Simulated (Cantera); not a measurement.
A Cantera script and its output.

```python
import numpy as np
import cantera as ct

gas = ct.Solution("gri30.yaml")
gas.TPX = 1923, 101325, {'NO': 1, 'N2': 0.32}
reactor = ct.IdealGasConstPressureReactor(gas, energy="off", clone=False)
net = ct.ReactorNet([reactor])
net.rtol, net.atol = 1e-08, 1e-18
show = ['NO', 'O', 'NO2', 'N2O', 'N2', 'O2']
times = np.geomspace(0.0003, 2, 15)

steps = ct.SolutionArray(gas, extra=["t"])
rows = []
print(f"{'t/s':>10s}{'T/K':>9s}{'P/Pa':>11s}" + "".join(f"{s:>11s}" for s in show))
for t in times:
    while net.time < t:
        t_next = net.step()
        steps.append(gas.state, t=t_next)
    rows.append([np.interp(t, steps.t, y) for y in (steps.T, steps.P, *steps(*show).X.T)])
    print(f"{t:10.3e}{rows[-1][0]:9.1f}{rows[-1][1]:11.4g}" + "".join(f"{x:11.3e}" for x in rows[-1][2:]))
rate = np.gradient(steps.T, steps.t)
print("integrator steps:", len(steps.t))
if steps.T.max() > steps.T[0] + 200:
    print(f"time of steepest temperature rise: {steps.t[rate.argmax()]:.4e} s")
gas.TPX = 1923, 101325, {'NO': 1, 'N2': 0.32}
gas.equilibrate("TP")
print(f"equilibrium (TP): T = {gas.T:.1f} K  " + "  ".join(f"{s} {gas[s].X[0]:.3e}" for s in show))
```

Result:

```
       t/s      T/K       P/Pa         NO          O        NO2        N2O         N2         O2
 3.000e-04   1923.0  1.013e+05  7.573e-01  1.725e-05  1.064e-04  9.213e-05  2.425e-01  7.794e-06
 5.627e-04   1923.0  1.013e+05  7.571e-01  2.678e-05  1.928e-04  1.457e-04  2.425e-01  3.644e-05
 1.055e-03   1923.0  1.013e+05  7.566e-01  3.647e-05  2.848e-04  2.043e-04  2.427e-01  1.534e-04
 1.979e-03   1923.0  1.013e+05  7.559e-01  4.141e-05  3.307e-04  2.447e-04  2.430e-01  4.808e-04
 3.713e-03   1923.0  1.013e+05  7.545e-01  4.335e-05  3.474e-04  2.567e-04  2.437e-01  1.166e-03
 6.963e-03   1923.0  1.013e+05  7.518e-01  4.535e-05  3.643e-04  2.556e-04  2.450e-01  2.467e-03
 1.306e-02   1923.0  1.013e+05  7.469e-01  4.875e-05  3.928e-04  2.518e-04  2.475e-01  4.899e-03
 2.449e-02   1923.0  1.013e+05  7.378e-01  5.448e-05  4.392e-04  2.447e-04  2.520e-01  9.417e-03
 4.594e-02   1923.0  1.013e+05  7.211e-01  6.363e-05  5.094e-04  2.324e-04  2.604e-01  1.772e-02
 8.617e-02   1923.0  1.013e+05  6.910e-01  7.733e-05  6.033e-04  2.115e-04  2.754e-01  3.269e-02
 1.616e-01   1923.0  1.013e+05  6.391e-01  9.640e-05  7.067e-04  1.788e-04  3.014e-01  5.855e-02
 3.031e-01   1923.0  1.013e+05  5.559e-01  1.207e-04  7.803e-04  1.332e-04  3.430e-01  1.001e-01
 5.685e-01   1923.0  1.013e+05  4.380e-01  1.484e-04  7.639e-04  8.138e-05  4.020e-01  1.590e-01
 1.066e+00   1923.0  1.013e+05  2.983e-01  1.756e-04  6.202e-04  3.725e-05  4.719e-01  2.290e-01
 2.000e+00   1923.0  1.013e+05  1.677e-01  1.975e-04  3.943e-04  1.182e-05  5.372e-01  2.945e-01
integrator steps: 778
equilibrium (TP): T = 1923.0 K  NO 7.298e-03  O 2.215e-04  NO2 1.934e-05  N2O 3.682e-07  N2 6.175e-01  O2 3.750e-01
```

Detailed kinetics in Cantera: GRI-Mech 3.0 (53 species, 325 reactions).
